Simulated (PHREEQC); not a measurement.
Synthetic water in mmol/kgw, 15 °C, pH 7.69:

```tsv
constituent	mmol/kgw
Na	127
K	24.4
Ca	4.34
Mg	3.42
Cl	115
S(6)	25.2
Alkalinity (meq/kgw)	0.603
Si	1.5
Br	1.68
```

Valence states are taken as typed.

The numbers come from PHREEQC with the Pitzer model, pitzer.dat.

The ionic strength comes out as 0.200 mol/kgw. What activity coefficients do Br-, Na+, Ca+2, CO3-2, K+ get?

Br- 0.72, Na+ 0.74, Ca+2 0.24, CO3-2 0.24, K+ 0.72. Single-ion values are on the MacInnes scale.

Precipitation was switched off in this run.
